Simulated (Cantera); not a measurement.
Feed: 1 mol Al(CH3)3, 0.73 mol N2O, 58 mol N2, at 1750 °C and 10000 Pa.

Method: chemical equilibrium by Gibbs-energy minimisation in Cantera with the NASA 1993 tables (ideal gas, pure condensed phases). Candidate condensed phases: Al, AlN, Al2O3, C, C6H6, C7H8, C8H18, H2O; 148 gas species. The feed counts by its element totals alone. Kinetics and transport are ignored.

Base state: N2 0.914, H2 0.0678, CO 0.0115, HCN 0.00402, H 0.00156, Al 0.00105, HNC 0.000238, C2H2 (acetylene) 6.06e-5 (mole fractions); condensed: AlN(s) + C(graphite).

Question: What changes in the equilibrium state with this change: N2O from 0.73 to 1.3 mol?

Answer: 
```
species             before     after
----------------  --------  --------
N2                   0.914     0.906
H2                  0.0678    0.0665
CO                  0.0115    0.0201
Al                 0.00105   0.00105
C2H2 (acetylene)   6.06e-5   5.95e-5
HNC               0.000238  0.000235
HCN                0.00402   0.00396
H                  0.00156   0.00155
AlN(s), mol          0.932     0.930
C(graphite), mol      1.99      1.42
```
